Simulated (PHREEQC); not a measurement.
Silver or lead bath

Make-up at 25 °C: 0.00032 mol Ag2SO4, 0.00024 mol HF and 0.047 mol Na2SO4 per kg of water. Closed to the air; pH follows from the charge balance.

Computed with PHREEQC (ion-association model, wateq4f.dat).

This is a speciation only: nothing precipitates in the calculation.

Question: Predict the pH, ionic strength.

Answer: pH 4.13; ionic strength 0.129 mol/kgw.

Question: In which forms is Na present?

Answer: Na+ 93 %, NaSO4- 6.5 % of the Na.
